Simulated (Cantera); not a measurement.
Cantera run, input and output.

```python
import numpy as np
import cantera as ct

gas = ct.Solution("gri30.yaml")
gas.TPX = 1225, 920000, {'CH4': 1, 'O2': 2.04, 'N2': 7.67}
reactor = ct.IdealGasReactor(gas, energy="on", clone=False)
net = ct.ReactorNet([reactor])
net.rtol, net.atol = 1e-08, 1e-16
show = ['CH4', 'O2', 'NO', 'HCN', 'NO2', 'H2O2', 'C2H2']
times = np.geomspace(2e-06, 0.2, 10)

steps = ct.SolutionArray(gas, extra=["t"])
rows = []
print(f"{'t/s':>10s}{'T/K':>9s}{'P/Pa':>11s}" + "".join(f"{s:>11s}" for s in show))
for t in times:
    while net.time < t:
        t_next = net.step()
        steps.append(gas.state, t=t_next)
    rows.append([np.interp(t, steps.t, y) for y in (steps.T, steps.P, *steps(*show).X.T)])
    print(f"{t:10.3e}{rows[-1][0]:9.1f}{rows[-1][1]:11.4g}" + "".join(f"{x:11.3e}" for x in rows[-1][2:]))
rate = np.gradient(steps.T, steps.t)
print("integrator steps:", len(steps.t))
if steps.T.max() > steps.T[0] + 200:
    print(f"time of steepest temperature rise: {steps.t[rate.argmax()]:.4e} s")
gas.TPX = 1225, 920000, {'CH4': 1, 'O2': 2.04, 'N2': 7.67}
gas.equilibrate("UV")
print(f"equilibrium (UV): T = {gas.T:.1f} K  " + "  ".join(f"{s} {gas[s].X[0]:.3e}" for s in show))
```

Output:

```
       t/s      T/K       P/Pa        CH4         O2         NO        HCN        NO2       H2O2       C2H2
 2.000e-06   1225.0    9.2e+05  9.337e-02  1.905e-01  4.366e-21  4.243e-24  1.356e-26  1.666e-10  8.610e-23
 7.188e-06   1225.0    9.2e+05  9.337e-02  1.905e-01  4.466e-20  5.649e-23  1.649e-24  1.979e-09  2.191e-20
 2.583e-05   1225.0    9.2e+05  9.337e-02  1.905e-01  5.860e-19  8.248e-22  2.497e-22  1.934e-08  5.579e-18
 9.283e-05   1225.0    9.2e+05  9.337e-02  1.905e-01  1.129e-17  1.802e-20  4.698e-20  1.103e-07  3.393e-15
 3.336e-04   1225.2  9.201e+05  9.333e-02  1.904e-01  2.656e-16  6.317e-19  7.864e-18  2.398e-07  3.600e-12
 1.199e-03   1227.1  9.216e+05  9.302e-02  1.902e-01  3.167e-15  9.486e-18  7.826e-16  7.352e-07  4.322e-10
 4.309e-03   2989.8  2.314e+06  9.712e-14  1.510e-02  1.186e-02  1.011e-08  8.901e-06  1.612e-06  1.546e-16
 1.549e-02   2989.8  2.314e+06  9.712e-14  1.510e-02  1.186e-02  1.011e-08  8.901e-06  1.612e-06  1.546e-16
 5.565e-02   2989.8  2.314e+06  9.712e-14  1.510e-02  1.186e-02  1.011e-08  8.901e-06  1.612e-06  1.546e-16
 2.000e-01   2989.8  2.314e+06  9.712e-14  1.510e-02  1.186e-02  1.011e-08  8.901e-06  1.612e-06  1.546e-16
integrator steps: 2314
time of steepest temperature rise: 3.6133e-03 s
equilibrium (UV): T = 2989.8 K  CH4 1.215e-13  O2 1.510e-02  NO 1.186e-02  HCN 1.011e-08  NO2 8.901e-06  H2O2 1.612e-06  C2H2 1.648e-16
```

Model: GRI-Mech 3.0 (53 species, 325 reactions), integrated in Cantera.
